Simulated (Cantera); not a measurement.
Charge: 1 mol AlI3, 49 mol N2O, 57 mol N2, equilibrated at 0.133 bar.

Cantera equilibrium calculation (NASA polynomials, part measured and part estimated; ideal gas, pure solids and liquids). Candidate condensed phases: Al, AlI3, AlN, Al2O3, I2; 21 gas species. Kinetics and transport are ignored.

x: gas mole fraction; n: condensed amount in mol.

| T (K) | x N2 | x O2 | x I | x I2 | x NO | n Al2O3(s) |
|---|---|---|---|---|---|---|
| 900 | 0.806 | 0.180 | 0.00512 | 0.00884 | (withheld) | 0.500 |
| 1000 | 0.803 | 0.180 | 0.0114 | 0.00565 | (withheld) | 0.500 |
| 1100 | 0.800 | 0.179 | 0.0177 | 0.00250 | (withheld) | 0.500 |
| 1200 | 0.799 | 0.179 | 0.0209 | 0.000859 | (withheld) | 0.500 |
| 1300 | 0.799 | 0.179 | 0.0220 | 0.000290 | (withheld) | 0.500 |
| 1400 | 0.798 | 0.179 | 0.0224 | 0.000107 | (withheld) | 0.500 |
| 1500 | 0.798 | 0.178 | 0.0225 | 4.46e-5 | (withheld) | 0.500 |
| 1600 | 0.798 | 0.178 | 0.0226 | 2.06e-5 | (withheld) | 0.500 |

### Question
Complete the blanks.

### Answer

- 900, x NO: 8.64e-6
- 1000, x NO: 2.92e-5
- 1100, x NO: 7.92e-5
- 1200, x NO: 0.000182
- 1300, x NO: 0.000368
- 1400, x NO: 0.000673
- 1500, x NO: 0.00113
- 1600, x NO: 0.00179
